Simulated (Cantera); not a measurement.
An isothermal, constant-pressure homogeneous reactor starts with 25.0 % CH4, 45.0 % CO2, 30.0 % H2, at 1598 K and 7.80 bar.

Detailed kinetics in Cantera: GRI-Mech 3.0 (53 species, 325 reactions).

**Question.** Predict: x(CH4) at 4.00 s; x(CO2) at 4.00 s; x(H2) at 4.00 s; x(CH2O) at 4.00 s; x(HCO) at 4.00 s; x(H) at 4.00 s.

**Answer.** 
| Property | Result |
|---|---|
| x(CH4) at 4.00 s | 0.0343 (gas-phase equilibrium 3.06e-5) |
| x(CO2) at 4.00 s | 0.0515 (gas-phase equilibrium 0.0334) |
| x(H2) at 4.00 s | 0.364 (gas-phase equilibrium 0.433) |
| x(CH2O) at 4.00 s | 6.65e-7 (gas-phase equilibrium 6.29e-7) |
| x(HCO) at 4.00 s | 4.10e-8 (gas-phase equilibrium 4.76e-8) |
| x(H) at 4.00 s | 1.15e-5 (gas-phase equilibrium 1.26e-5) |
